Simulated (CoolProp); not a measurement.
R236FA along the isotherm 400 K: density (kg/m³) from the reference equation and from simpler models built on Tc = 398.1 K, pc = 3191 kPa, ω = 0.377; each cubic takes its own stable root.

Values from CoolProp's reference Helmholtz-energy equation of state, Pan 2012.

| p (kPa) | phase | reference | van der Waals | Soave-Redlich-Kwong | Peng-Robinson |
|---|---|---|---|---|---|
| 50.5 | gas | 2.321 | 2.319 | 2.321 | 2.322 |
| 104 | gas | 4.808 | 4.801 | 4.807 | 4.813 |
| 213 | gas | 9.968 | 9.935 | 9.963 | 9.989 |
| 437 | gas | 20.99 | 20.84 | 20.97 | 21.08 |
| 897 | gas | 45.71 | 45.01 | 45.59 | 46.12 |
| 1840 | gas | 109.7 | 105.6 | 108.7 | 111.6 |
| 3780 | supercritical | 819.4 | 558.1 | 645.4 | 710.4 |
| 7770 | supercritical | 1009 | 709.8 | 875.0 | 972.8 |
| 16000 | supercritical | 1127 | 808.5 | 1031 | 1147 |
